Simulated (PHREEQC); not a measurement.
Solution A (0.0015 mol/kgw Cu(BF4)2, 0.029 mol/kgw HBF4 and 9.2e-05 mol/kgw NaCl) is mixed with solution B (0.023 mol/kgw HCl, 6.9e-05 mol/kgw ZnSO4 and 0.0014 mol/kgw Na2SO4) at 25 °C; shares are by mass of water, 1 kg in all. Oxygen is held at 0.21 atm. CO2 from the air is kept out. Solids allowed: Cu(OH)2, Brochantite, Antlerite, Atacamite, Zn(OH)2-e, Zn4(OH)6SO4, Zn5(OH)8Cl2, Halite, Mirabilite, Chalcanthite, Goslarite, CuF2:2H2O, ZnF2. Others were left out.

Model: ion-association model, wateq4f.dat, run in PHREEQC.

**Question.** Predict Cu+2 (mol/kgw), Zn+2 (mol/kgw) at share of solution B = 0.1, 0.2, 0.65, 0.7, 0.95.

**Answer.** 
```json
[
 {"share of solution B": "0.1", "Cu+2 (mol/kgw)": "0.00134", "Zn+2 (mol/kgw)": "6.83e-6"},
 {"share of solution B": "0.2", "Cu+2 (mol/kgw)": "0.00118", "Zn+2 (mol/kgw)": "1.36e-5"},
 {"share of solution B": "0.65", "Cu+2 (mol/kgw)": "0.000500", "Zn+2 (mol/kgw)": "4.25e-5"},
 {"share of solution B": "0.7", "Cu+2 (mol/kgw)": "0.000427", "Zn+2 (mol/kgw)": "4.56e-5"},
 {"share of solution B": "0.95", "Cu+2 (mol/kgw)": "6.98e-5", "Zn+2 (mol/kgw)": "6.06e-5"}
]
```

Complexes and solids missing from the database can't appear. Real BF4- forms and hydrolyses slowly; the run takes it at equilibrium.
